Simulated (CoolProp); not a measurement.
Vapour-liquid equilibrium of toluene (1) + n-dodecane (2) at 61.15 °C; x and y are mole fractions of (1).

Model: multi-fluid Helmholtz-energy mixture model, Lemmon 2006 and Lemmon 2004; pair parameters Bell 2016, in CoolProp.

```tsv
x	bubble pressure, mixture model (kPa)	bubble pressure, Raoult's law (kPa)	y, mixture model	y, Raoult's law
0.05	1.055	1.202	0.780	0.807
0.15	2.931	3.118	0.930	0.933
0.25	4.997	5.033	0.964	0.964
0.35	7.103	6.949	?	0.977
0.45	9.151	8.865	0.986	0.985
0.55	11.10	10.78	0.990	0.990
0.65	?	12.70	0.993	0.993
0.75	?	14.61	0.996	0.996
0.85	16.58	16.53	0.998	0.998
0.95	18.44	18.44	0.999	0.999
```

Q: Some entries are withheld; supply them.

A: 
- 0.35, y, mixture model: 0.978
- 0.65, bubble pressure, mixture model (kPa): 12.96
- 0.75, bubble pressure, mixture model (kPa): 14.78

The largest gap from Raoult's law is -12.2 % in bubble pressure, at x = 0.05. No azeotrope shows between x = 0.05 and 0.95.

The pair parameters rest on a limited set of measurements; away from them the model extrapolates. The gap from Raoult's law changes sign with composition, which may be real or a fault of the pair parameters; it wasn't checked against measurements.
